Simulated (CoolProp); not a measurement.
Sulfur hexafluoride at 298.15 K and 7.87 MPa flows at 3 m/s in a round tube of 4.6 mm bore and 15 µm roughness, fully developed (64/Re and Nu = 3.66 if laminar; Colebrook and Gnielinski if turbulent). Each further row changes one setting.

Model: reference Helmholtz-energy equation of state, Guder 2009, in CoolProp.

```csv
case,Reynolds number,Darcy friction factor,pressure drop (Pa/m),heat-transfer coefficient (W/(m² K)),mass flow (kg/h)
as stated,131000,0.0277,40300,9440,266
velocity 6 m/s,262000,0.0273,158000,18700,533
diameter 9.2 mm,262000,0.0230,16700,8150,1070
```

Viscosity comes from a separate model (Quiñones-Cisneros 2012). Thermal conductivity comes from a separate model (Assael 2012).
